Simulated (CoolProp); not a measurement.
Vapour-liquid equilibrium of benzene (1) + n-octane (2) at 1.43 MPa; x and y are mole fractions of (1).

Computed with CoolProp (multi-fluid Helmholtz-energy mixture model, Thol 2012 and Beckmüller 2019; pair parameters Bell 2016).

```
x     bubble temperature (K)  y at the bubble point  dew temperature at overall composition x (K)  liquid density (mol/L)
----  ----------------------  ---------------------  --------------------------------------------  ----------------------
0.05                   526.3                  0.081                                         527.8                   4.015
0.15                   518.7                  0.235                                         522.9                   4.332
0.25                   511.3                  0.376                                         517.9                   4.669
0.35                   504.3                    [?]                                         512.7                   5.028
0.45                   498.0                  0.606                                         507.2                   5.413
0.55                     [?]                  0.697                                         501.4                     [?]
0.65                     [?]                  0.777                                         495.3                   6.292
0.75                   482.6                  0.847                                         488.9                     [?]
0.85                   478.4                  0.911                                         482.4                     [?]
0.95                   474.6                    [?]                                         475.9                   8.055
```

Question: What belongs in the gaps?

Answer: 
- 0.35, y at the bubble point: 0.500
- 0.55, bubble temperature (K): 492.3
- 0.55, liquid density (mol/L): 5.831
- 0.65, bubble temperature (K): 487.2
- 0.75, liquid density (mol/L): 6.807
- 0.85, liquid density (mol/L): 7.389
- 0.95, y at the bubble point: 0.971

No azeotrope shows between x = 0.05 and 0.95.

Pair parameters are fitted to limited data, so mixtures are less certain than the pure fluids. The gap from Raoult's law changes sign with composition, which may be real or a fault of the pair parameters; it wasn't checked against measurements.
